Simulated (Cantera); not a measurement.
An adiabatic, constant-pressure homogeneous reactor starts with 12.8 % CH4, 18.3 % O2, 68.8 % N2, at 1250 K and 7500 Torr.

Cantera simulation using GRI-Mech 3.0 (53 species, 325 reactions); the numbers are that mechanism's predictions, not measurements.

Question: Predict: time of steepest temperature rise; temperature at 0.400 s; equilibrium temperature; x(O2) at 0.400 s; x(CO) at 0.400 s; x(H2) at 0.400 s.

Answer: 
- time of steepest temperature rise: 3.09 ms
- temperature at 0.400 s: 2695 K
- equilibrium temperature: 2695 K
- x(O2) at 0.400 s: 0.000209 (gas-phase equilibrium 0.000209)
- x(CO) at 0.400 s: 0.0807 (gas-phase equilibrium 0.0807)
- x(H2) at 0.400 s: 0.0560 (gas-phase equilibrium 0.0560)
